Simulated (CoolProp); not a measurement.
Vapour-liquid equilibrium of carbon dioxide (1) + R125 (2) at 5.51 bar; x and y are mole fractions of (1).

Values from CoolProp's multi-fluid Helmholtz-energy mixture model, Span 1996 and Lemmon 2005; pair parameters Bell 2016.

```csv
x,bubble temperature (°C),y at the bubble point,dew temperature at overall composition x (°C),liquid density (mol/L)
0.05,-12.9,0.222,-7.5,11.77
0.2,-28.4,0.612,-12.1,13.38
0.35,-37.9,0.777,-17.3,15.04
0.5,-43.9,0.859,-23.2,16.89
0.65,-48.1,0.910,-30.4,19.08
0.8,-51.3,0.949,-39.5,21.78
0.95,-54.2,0.987,-51.4,25.26
```

No azeotrope shows between x = 0.05 and 0.95.

The pair parameters rest on a limited set of measurements; away from them the model extrapolates.
